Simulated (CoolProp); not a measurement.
n-perfluorobutane at several states: fugacity coefficient from the reference equation and from simpler models built on Tc = 386.3 K, pc = 2322 kPa, ω = 0.372; each cubic takes its own stable root.

The numbers come from the reference Helmholtz-energy equation of state, Gao 2022 in CoolProp.

```tsv
T (K)	p (kPa)	phase	reference	van der Waals	Redlich-Kwong	Soave-Redlich-Kwong	Peng-Robinson
438.2	41.8	gas	0.9963	0.9961	0.9958	0.9962	0.9956
369	1370	gas	0.7760	0.8046	0.7763	0.7691	(withheld)
231.8	9330	liquid	(withheld)	0.05516	0.01016	(withheld)	0.003034
318.5	947	liquid	(withheld)	0.8075	0.6241	(withheld)	0.4548
436.9	751	gas	0.9341	0.9296	0.9247	0.9319	0.9221
```

Problem. Fill in the missing entries.

Solution. 
- 369, Peng-Robinson: 0.7518
- 231.8, reference: 0.003041
- 231.8, Soave-Redlich-Kwong: 0.003180
- 318.5, reference: 0.4626
- 318.5, Soave-Redlich-Kwong: 0.4658

At some of these states van der Waals gives the other phase, because its saturation line lies elsewhere.
